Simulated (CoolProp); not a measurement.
The fluid at 419.97 K and 0.399 MPa is compressed adiabatically to 0.698 MPa with isentropic efficiency 1. The same conditions are run with several fluids, on thermodynamics alone (safety and materials aside).

Computed with CoolProp (reference Helmholtz-energy equation of state of each fluid (methanol: de Reuck 1993; cyclopropane: Polt 1992; carbon monoxide: Lemmon 2006; R1224YDZ: Akasaka 2023; R410A: Lemmon 2003)). The equations of Platzer and Polt are older, rougher fits. Blends and air are pseudo-pure fits.

### Question
Rank methanol, cyclopropane, carbon monoxide, R1224YDZ, R410A by work (kJ/kg), highest first.

### Answer
carbon monoxide (75.7), methanol (60.8), cyclopropane (46.5), R410A (27.3), R1224YDZ (12.6)

```
fluid            final temperature (K)  final density (kg/m³)
---------------  ---------------------  ---------------------
methanol                         458.1                   6.17
cyclopropane                     445.0                   8.20
carbon monoxide                  491.6                   4.77
R1224YDZ                         435.6                   30.8
R410A                            448.4                   13.9
```
